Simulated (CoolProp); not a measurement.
Vapour-liquid equilibrium of R22 (1) + n-pentane (2) at 313.2 K; x and y are mole fractions of (1).

The numbers come from the multi-fluid Helmholtz-energy mixture model, Kamei 1995 and Thol 2019; pair parameters Bell 2016 in CoolProp.

### Question
Give the bubble pressure and the first vapour's composition at x = 0.2, 0.5, 0.95. Is there an azeotrope?

### Answer
x = 0.2: 0.5337 MPa, y = 0.796; x = 0.5: 0.9572 MPa, y = 0.904; x = 0.95: 1.463 MPa, y = 0.987. No azeotrope shows between x = 0.05 and 0.95.

Pair parameters are fitted to limited data, so mixtures are less certain than the pure fluids.
